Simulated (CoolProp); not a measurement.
Vapour-liquid equilibrium of R143a (1) + R152A (2) at 256.8 K; x and y are mole fractions of (1).

The numbers come from the multi-fluid Helmholtz-energy mixture model, Lemmon and Jacobsen 2000 and Outcalt 1996; pair parameters Bell 2016 in CoolProp.

```json
[
 {"x": "0.05", "bubble pressure, mixture model (kPa)": "155.5", "bubble pressure, Raoult's law (kPa)": "151.6", "y, mixture model": "…", "y, Raoult's law": "0.119"},
 {"x": "0.125", "bubble pressure, mixture model (kPa)": "176.3", "bubble pressure, Raoult's law (kPa)": "168.1", "y, mixture model": "0.289", "y, Raoult's law": "0.268"},
 {"x": "0.2", "bubble pressure, mixture model (kPa)": "195.5", "bubble pressure, Raoult's law (kPa)": "184.5", "y, mixture model": "0.405", "y, Raoult's law": "0.390"},
 {"x": "0.275", "bubble pressure, mixture model (kPa)": "213.5", "bubble pressure, Raoult's law (kPa)": "200.9", "y, mixture model": "…", "y, Raoult's law": "0.492"},
 {"x": "0.35", "bubble pressure, mixture model (kPa)": "…", "bubble pressure, Raoult's law (kPa)": "217.4", "y, mixture model": "0.576", "y, Raoult's law": "0.579"},
 {"x": "0.425", "bubble pressure, mixture model (kPa)": "246.7", "bubble pressure, Raoult's law (kPa)": "233.8", "y, mixture model": "0.642", "y, Raoult's law": "0.654"},
 {"x": "0.5", "bubble pressure, mixture model (kPa)": "262.3", "bubble pressure, Raoult's law (kPa)": "250.2", "y, mixture model": "…", "y, Raoult's law": "0.719"},
 {"x": "0.575", "bubble pressure, mixture model (kPa)": "277.5", "bubble pressure, Raoult's law (kPa)": "266.7", "y, mixture model": "…", "y, Raoult's law": "0.776"},
 {"x": "0.65", "bubble pressure, mixture model (kPa)": "…", "bubble pressure, Raoult's law (kPa)": "283.1", "y, mixture model": "0.802", "y, Raoult's law": "0.826"},
 {"x": "0.725", "bubble pressure, mixture model (kPa)": "306.9", "bubble pressure, Raoult's law (kPa)": "299.5", "y, mixture model": "0.848", "y, Raoult's law": "0.871"},
 {"x": "0.8", "bubble pressure, mixture model (kPa)": "321.4", "bubble pressure, Raoult's law (kPa)": "316.0", "y, mixture model": "0.891", "y, Raoult's law": "0.911"},
 {"x": "0.875", "bubble pressure, mixture model (kPa)": "…", "bubble pressure, Raoult's law (kPa)": "332.4", "y, mixture model": "0.933", "y, Raoult's law": "0.947"},
 {"x": "0.95", "bubble pressure, mixture model (kPa)": "350.2", "bubble pressure, Raoult's law (kPa)": "348.8", "y, mixture model": "0.973", "y, Raoult's law": "0.980"}
]
```

**Question.** Fill in the missing entries.

**Answer.** 
- 0.05, y, mixture model: 0.135
- 0.275, y, mixture model: 0.498
- 0.35, bubble pressure, mixture model (kPa): 230.5
- 0.5, y, mixture model: 0.700
- 0.575, y, mixture model: 0.753
- 0.65, bubble pressure, mixture model (kPa): 292.3
- 0.875, bubble pressure, mixture model (kPa): 335.8

The largest gap from Raoult's law is +6.3 % in bubble pressure, at x = 0.275. No azeotrope shows between x = 0.05 and 0.95.

The pair parameters rest on a limited set of measurements; away from them the model extrapolates.
